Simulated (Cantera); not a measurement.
A closed system holds: 1 mol Mg(OH)2, 0.44 mol H2, 5.1 mol H2O, at 1798.15 K and 0.710 bar.

Method: chemical equilibrium by Gibbs-energy minimisation in Cantera with the NASA 1993 tables (ideal gas, pure condensed phases). Candidate condensed phases: H2O, Mg, MgO, Mg(OH)2; 15 gas species. Equilibrium is a limit: real reactors are often held back by kinetics, nucleation or transport.

**Question.** What is the equilibrium state?

**Answer.** 
| Property | Result |
|---|---|
| x(H2O) | 0.933 |
| x(H2) | 0.0673 |
| x(H) | 0.000109 |
| x(OH) | 9.89e-5 |
| x(Mg(OH)2) | 6.04e-6 |
| n(MgO(s)) | 1.000 mol |
| gas amount | 6.541 mol |
| log10 activity of Mg(l) (absent) | -8.52 |
